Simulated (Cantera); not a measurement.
An isothermal, constant-pressure homogeneous reactor starts with C₂H₄ : H₂ = 1 : 77 (molar parts), at 1450 K and 0.0250 bar.

Computed with Cantera and GRI-Mech 3.0 (53 species, 325 reactions). GRI-Mech 3.0 was tuned for natural gas; its chemistry of ethylene as a main component is partial and can be far from experiment. GRI-Mech 3.0 stops at C3 and has no aromatics, soot or wall deposition, so with more carbon than oxygen in the feed, carbon stays in small species such as C2H2 where larger ones or solid carbon would form. Radical loss at walls, strong at low pressure, is not modelled.

Task: Predict: x(C₂H₄) at 2.00 s; x(H₂) at 2.00 s; x(C₂H₆) at 2.00 s; x(CH₄) at 2.00 s; x(CH₃) at 2.00 s; x(C₂H₂) at 2.00 s.

Result: 
```json
{
 "x(C₂H₄) at 2.00 s": "0.000160 (gas-phase equilibrium 0.000125)",
 "x(H₂) at 2.00 s": "0.987 (gas-phase equilibrium 0.985)",
 "x(C₂H₆) at 2.00 s": "2.55e-8 (gas-phase equilibrium 3.93e-8)",
 "x(CH₄) at 2.00 s": "5.09e-5 (gas-phase equilibrium 0.00374)",
 "x(CH₃) at 2.00 s": "4.34e-8 (gas-phase equilibrium 4.57e-6)",
 "x(C₂H₂) at 2.00 s": "0.0125 (gas-phase equilibrium 0.0107)"
}
```
